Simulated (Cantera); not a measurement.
Input: 1 mol B2O3, 0.8 mol NH3, 1.2 mol H2, at 1250 K and 79.0 mbar.

Cantera equilibrium calculation (NASA polynomials, part measured and part estimated; ideal gas, pure solids and liquids). Candidate condensed phases: B, BN, B2O3, B3O3H3, H2O; 39 gas species. Mutual solubility and eutectic melting of coexisting phases are not modelled. Gases not in the tables: H3BO3. Kinetics and transport are ignored.

Base state: H2 0.856, N2 0.142, H2O 0.00167, HBO2 0.000239, HBO 1.03e-5 (mole fractions); condensed: BN(s) + B2O3(l).

Problem. What changes in the equilibrium state with this change: pressure from 79.0 mbar to 23.0 Pa?

Solution. 
```tsv
species	before	after
H2	0.856	0.855
N2	0.142	0.142
HBO2	0.000239	0.00167
H2O	0.00167	0.000238
B2O3	5.58e-7	0.000192
HBO	1.03e-5	0.000507
BN(s), mol	0.00333	0.00153
B2O3(l), mol	0.998	0.996
```
